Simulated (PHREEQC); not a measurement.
Make-up at 20 °C: 1.3 mol KOH, 0.4 mol Na2SO4 and 2.7 mol KBr per kg of water. Closed to the air; pH follows from the charge balance.

The numbers come from PHREEQC with the Pitzer model, pitzer.dat.

No solid was allowed to form.

Predict the pH, osmotic coefficient.

pH 14.29; osmotic coefficient 0.963.

Saturation is exceeded, for instance for Arcanite, Glaserite; the values hold only as long as no solid forms. In brines, pH and single-ion activities rest on the MacInnes convention.
